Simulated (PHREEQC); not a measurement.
Consider water at 25 °C with 0.028 mol/kgw BaCl2 and 0.000106 mol/kgw CO2. Closed to the air; pH follows from the charge balance.

Computed with PHREEQC (Pitzer model, pitzer.dat).

No solid was allowed to form.

Problem. Estimate the pH, density, specific conductance.

Solution. pH 5.16; density 1.002 g/cm³; specific conductance 6140 µS/cm.

Problem. In which forms is C present?

Solution. CO2 92 %, HCO3- 8.2 % of the C.
